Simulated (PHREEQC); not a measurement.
Consider water at 65 °C with 9.9 mmol/kgw ZnSO4, 0.042 mmol/kgw KCl and 81 mmol/kgw MnSO4. Closed to the air; pH follows from the charge balance.

Computed with PHREEQC (ion-association model, wateq4f.dat).

This is a speciation only: nothing precipitates in the calculation.

### Question
Estimate the pH, ionic strength.

### Answer
pH 5.58; ionic strength 0.162 mol/kgw.

### Question
In which forms is S present?

### Answer
MnSO4 49 %, SO4-2 43 %, ZnSO4 5.0 %, Zn(SO4)2-2 2.5 % of the S.

Species that the database lacks are ignored. Away from 25 °C the constants follow the database's enthalpies or fits; those with neither stay at their 25 °C values.
